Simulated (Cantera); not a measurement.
Input: 1 mol HgO, 8.4 mol N2, at 925 °C and 113 Torr.

Method: chemical equilibrium by Gibbs-energy minimisation in Cantera with the NASA 1993 tables (ideal gas, pure condensed phases). Candidate condensed phases: Hg, HgO; 10 gas species. Rates play no part.

Task: What is the equilibrium state?

Result: 
| Item | Value |
|---|---|
| x(N2) | 0.848 |
| x(Hg) | 0.101 |
| x(O2) | 0.0505 |
| x(NO) | 9.80e-5 |
| gas amount | 9.900 mol |
| log10 activity of Hg(l) (absent) | -4.09 |
